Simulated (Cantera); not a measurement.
Feed: 1 mol trisilylamine, 1.9 mol NH3, held at 675 °C and 0.150 bar.

Cantera equilibrium calculation (NASA polynomials, part measured and part estimated; ideal gas, pure solids and liquids). Candidate condensed phases: Si, Si3N4; 18 gas species. The feed counts by its element totals alone. Rates play no part.

Base state: H2 1.00 (mole fractions); condensed: Si(s) + Si3N4(s).

Question: What changes in the equilibrium state with this change: temperature from 675 °C to 1400 °C?

Answer: 
```tsv
species	before	after
H2	1.00	0.993
N2	<1e-9	0.00665
H	1.36e-9	0.000293
SiH2	<1e-9	1.10e-5
Si(s), mol	0.825	0.899
Si3N4(s), mol	0.725	0.700
```
Mutual solubility and eutectic melting of coexisting phases are not modelled. Gases not in the tables: Si2H6 and higher silanes.

Question: What changes in the equilibrium state with this change: NH3 from 1.9 to 6.4 mol?

Answer: 
| species | before | after |
|---|---|---|
| H2 | 1.00 | 0.892 |
| N2 | <1e-9 | 0.108 |
| NH3 | <1e-9 | 3.47e-5 |
| Si(s), mol | 0.825 | 0 |
| Si3N4(s), mol | 0.725 | 1.00 |
